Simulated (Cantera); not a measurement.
Mixture: 4.17 % CO, 5.42 % H₂, 1.79 % CH₄, 14.0 % O₂, 52.5 % N₂, 22.1 % H₂O, at 120000 Pa, adiabatic and at constant volume. Ignition delay is the time to a rise of 400 K.

Model: GRI-Mech 3.0 (53 species, 325 reactions), integrated in Cantera.

Question: Predict: delay at 1173 K; delay at 1248 K; delay at 1323 K; delay at 1398 K; delay at 1473 K; apparent activation energy between 1323 and 1473 K.

Answer: 
```
Quantity                                               Result
--------------------------------------------------  ---------
delay at 1173 K                                      0.426 ms
delay at 1248 K                                      0.182 ms
delay at 1323 K                                      0.100 ms
delay at 1398 K                                       64.1 µs
delay at 1473 K                                       45.5 µs
apparent activation energy between 1323 and 1473 K  85 kJ/mol
```
